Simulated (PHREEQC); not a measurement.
## Copper plating or etch bath (model solution)

A solution holds 0.18 mol CuCl2, 0.15 mol HCl and 8.5e-05 mol H3BO3 per kg of water, at 25 °C. Closed to the air; pH follows from the charge balance.

Computed with PHREEQC (ion-association model, wateq4f.dat).

Each row changes one thing in this solution. Precipitation was switched off in this run.

| case | pH | ionic strength (mol/kgw) | Cl- (mol/kgw) | Cu+2 (mol/kgw) | CuCl+ (mol/kgw) | CuCl2 (mol/kgw) | SI of Tenorite (CuO) | SI of Atacamite (Cu2(OH)3Cl) |
|---|---|---|---|---|---|---|---|---|
| as made | 0.94 | 0.600 | 0.463 | 0.137 | 0.0399 | 0.00348 | -7.23 | -8.04 |
| temperature from 25 to 60 °C | 0.95 | 0.479 | 0.399 | 0.0793 | 0.0909 | 0.00981 | -6.29 | -7.14 |
| temperature from 25 to 15 °C | 0.94 | ? | 0.478 | 0.150 | 0.0275 | 0.00220 | -7.57 | -8.41 |
| temperature from 25 to 90 °C | 0.95 | 0.399 | 0.357 | ? | 0.123 | 0.0151 | -5.75 | -6.75 |
| diluted 5-fold with water | 1.61 | 0.131 | 0.0986 | 0.0327 | 0.00319 | 9.15e-5 | ? | -7.47 |

Complete the blanks.


- temperature from 25 to 15 °C, ionic strength (mol/kgw): 0.628
- temperature from 25 to 90 °C, Cu+2 (mol/kgw): 0.0421
- diluted 5-fold with water, SI of Tenorite (CuO): -6.31

At this temperature some constants are extrapolated from 25 °C, and those without enthalpy data are left unchanged.
